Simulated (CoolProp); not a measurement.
Sulfur dioxide along the isotherm 525 K: Z from the reference equation and from simpler models built on Tc = 430.6 K, pc = 7.887 MPa, ω = 0.256; each cubic takes its own stable root.

The numbers come from the reference Helmholtz-energy equation of state, Gao 2016 in CoolProp.

```csv
p (MPa),phase,reference
0.111,gas,0.9976
0.162,gas,0.9965
0.238,gas,0.9949
0.35,gas,0.9924
0.514,gas,0.9889
0.754,gas,0.9836
1.11,gas,0.9759
1.62,gas,0.9646
2.38,gas,0.9476
3.5,gas,0.9222
5.14,gas,0.8843
7.54,gas,0.8274
11.1,supercritical,0.7423
16.2,supercritical,0.6333
23.8,supercritical,0.5762
35,supercritical,0.6505
```

**Question.** How far does each simpler model (van der Waals, Redlich-Kwong, Soave-Redlich-Kwong, Peng-Robinson) lie from the reference over these 16 states: mean and median of the absolute difference, and the worst?

**Answer.** 
- van der Waals: mean 3.3 %, median 0.4 %, worst +20.2 % at 525 K and 35 MPa
- Redlich-Kwong: mean 1.5 %, median 0.5 %, worst +6.2 % at 525 K and 35 MPa
- Soave-Redlich-Kwong: mean 2.6 %, median 0.1 %, worst +14.7 % at 525 K and 23.8 MPa
- Peng-Robinson: mean 1.4 %, median 0.7 %, worst +7.0 % at 525 K and 23.8 MPa
